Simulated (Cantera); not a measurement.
Input: 1 mol SiHCl₃, 1700 mol H₂, 0.013 mol CH₄, held at 1225 K and 9.70 mbar.

These are equilibrium values from Cantera (NASA tables, ideal gas, pure condensed phases), not measurements of a reactor. Candidate condensed phases: C, C₆H₆, C₇H₈, C₈H₁₈, Si, SiC; 109 gas species. Mutual solubility and eutectic melting of coexisting phases are not modelled. Equilibrium is a limit: real reactors are often held back by kinetics, nucleation or transport.

Base state: H₂ 0.998, HCl 0.00175 (mole fractions); condensed: Si(s) + SiC(s).

Question: What changes in the equilibrium state with this change: H₂ from 1700 to 59 mol?

Answer: 
```csv
species,before,after
H₂,0.998,0.956
HCl,0.00175,0.0390
SiCl₂,7.46e-6,0.00387
SiCl₄,<1e-9,0.000231
SiCl₃,2.85e-8,0.000336
SiHCl₃,1.53e-8,0.000177
SiH₂Cl₂,3.64e-8,1.81e-5
"Si(s), mol",0.974,0.705
"SiC(s), mol",0.0126,0.0130
```
The tables' values for SiCl₃ are old estimates; treat these amounts as uncertain.
